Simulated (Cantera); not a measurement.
A perfectly stirred reactor is fed with H2 : O2 : N2 : H2O = 1 : 0.357 : 1.34 : 0.16 (molar parts), equivalence ratio 1.4, at 37000 Pa; it is adiabatic with a 675 K inlet, and is followed from long to short residence time, starting on the burning branch (τ in s: 0.5, 0.22, 0.1, 0.045, 0.02, 0.0089, 0.004, 0.0018, 0.00079, 0.00035, 0.00016, 7.1e-05, 3.2e-05).

Model: the H2/O2 subset of GRI-Mech 3.0, which has no nitrogen chemistry, integrated in Cantera.

x: mole fraction; the columns are a selection and need not sum to one.

```tsv
τ (s)	T (K)	x H2	x O2	x H2O	x OH	x H2O2	x H
0.50	2391	0.112	0.000350	0.341	0.00504	2.20e-8	0.00916
0.22	2385	0.112	0.000398	0.340	0.00531	2.39e-8	0.00974
0.10	2373	0.112	0.000497	0.339	0.00583	2.74e-8	0.0109
0.045	2350	0.112	0.000703	0.337	0.00677	3.37e-8	0.0131
0.020	2310	0.112	0.00112	0.333	0.00822	4.40e-8	0.0168
0.0089	2248	0.111	0.00188	0.327	0.0101	6.06e-8	0.0228
0.0040	2160	0.110	0.00310	0.320	0.0119	8.90e-8	0.0312
0.0018	2046	0.109	0.00486	0.310	0.0131	1.44e-7	0.0424
0.00079	1906	0.107	0.00724	0.300	0.0133	2.63e-7	0.0567
0.00035	(withheld)	0.105	0.0102	0.289	0.0122	5.13e-7	0.0730
0.00016	(withheld)	0.103	0.0140	0.278	0.0101	9.47e-7	0.0887
7.1e-5	(withheld)	0.111	0.0217	0.261	0.00733	1.44e-6	0.0994
3.2e-5	(withheld)	0.187	0.0556	0.196	0.00323	1.40e-6	0.0696
```

Some entries are withheld; supply them.


- 0.00035, T (K): 1751
- 0.00016, T (K): 1596
- 7.1e-5, T (K): 1430
- 3.2e-5, T (K): 1195
